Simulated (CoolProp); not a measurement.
Properties of isohexane along the isobar 5.04 MPa (Tc = 497.7 K, pc = 3.043 MPa, ω = 0.280).

Model: reference Helmholtz-energy equation of state, Lemmon 2006, in CoolProp. It is a short technical equation, of lower accuracy than the large ones.

| T (K) | phase | density (kg/m³) | speed of sound (m/s) |
|---|---|---|---|
| 466.4 | liquid | 466.9 | 409.9 |
| 474 | liquid | 453.6 | 377.9 |
| 481.6 | liquid | 439.3 | (withheld) |
| 489.2 | liquid | 423.5 | 312.6 |
| 496.8 | liquid | 405.8 | 279.6 |
| 504.4 | supercritical | 385.8 | (withheld) |
| 512 | supercritical | 362.7 | 213.9 |
| 519.6 | supercritical | (withheld) | 183.3 |
| 527.2 | supercritical | 302.9 | 157.4 |
| 534.8 | supercritical | 266.5 | 140.3 |
| 542.4 | supercritical | 231.5 | 134.6 |
| 550 | supercritical | 203.6 | 137.4 |

Problem. What belongs in the gaps?

Solution. 
- 481.6, speed of sound (m/s): 345.5
- 504.4, speed of sound (m/s): 246.4
- 519.6, density (kg/m³): 335.3
